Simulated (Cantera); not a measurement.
A Cantera script and what it prints.

```python
import numpy as np
import cantera as ct

gas_names = """
    H HO2 H2 H2O H2O2 H2S H2SO4 Mg MgH MgO MgOH MgO2H2 MgS Mg2 O OH O2 O3 S SH SO SO2 SO3 S2 S2O S8
""".split()
cond_names = """
    H2O(s) H2O(L) H2SO4(L) Mg(cr) Mg(L) MgO(s) MgO(L) MgO2H2(s) MgS(s) MgSO4(s) MgSO4(L) S(cr1) S(cr2)
    S(L)
""".split()


# ... load() reads the species with a 1 bar reference pressure and builds the phases ...
atoms = {
    'MgO': {'Mg': 1, 'O': 1},
    'SO3': {'S': 1, 'O': 3},
    'H2O': {'H': 2, 'O': 1},
}
top_T = {'MgS(s)': 2250}  # K; cautious upper limits of use, not melting points


# ... equilibrate(T, P, feed) seeds the gas with the atoms and calls Mixture.equilibrate('TP', solver="vcs", rtol=1e-11, max_steps=5000) ...
results = []
feed = {'MgO': 1, 'SO3': 0.2, 'H2O': 5.8}  # mol
T = 1898.15  # K
P = 1333.22  # Pa
mix = equilibrate(T, P, feed)
results.append((T, P, feed, dict(zip(mix.species_names, mix.species_moles))))
print(gas.report(threshold=1e-06))
for i in range(1, mix.n_phases):
    print(f"{mix.phase(i).name:16s} {mix.phase_moles(i):12.5e} mol")
```

It prints:

```
       temperature   1898.2 K
          pressure   1333.2 Pa
           density   0.0016589 kg/m^3
  mean mol. weight   19.637 kg/kmol
   phase of matter   gas

                          1 kg             1 kmol
                     ---------------   ---------------
          enthalpy       -8.5167e+06       -1.6724e+08  J
   internal energy       -9.3204e+06       -1.8302e+08  J
           entropy             15417        3.0274e+05  J/K
    Gibbs function        -3.778e+07       -7.4189e+08  J
 heat capacity c_p            2578.8             50639  J/K
 heat capacity c_v            2155.4             42325  J/K

                      mass frac. Y      mole frac. X     chem. pot. / RT
                     ---------------   ---------------   ---------------
                 H        3.0329e-05        0.00059085           -14.256
                H2        0.00078028         0.0076003           -28.512
               H2O            0.8571           0.93427           -46.952
                Mg        2.4695e-06        1.9952e-06           -28.521
              MgOH         4.054e-06         1.927e-06           -61.217
            MgO2H2         4.609e-05        1.5519e-05           -93.913
                 O        0.00028292        0.00034725            -18.44
                OH         0.0051474         0.0059434           -32.696
                O2          0.030376          0.018641           -36.879
                SO        0.00028303        0.00011564           -43.833
               SO2           0.10593          0.032472           -62.273
               SO3        1.5857e-05        3.8895e-06           -80.713
     [  +14 minor]        1.2913e-06        7.2993e-07

Mg(L)             0.00000e+00 mol
MgO(s)            9.99880e-01 mol
MgS(s)            0.00000e+00 mol
MgSO4(L)          0.00000e+00 mol
S(L)              0.00000e+00 mol
```

Method: chemical equilibrium by Gibbs-energy minimisation in Cantera with the NASA 1993 tables (ideal gas, pure condensed phases).
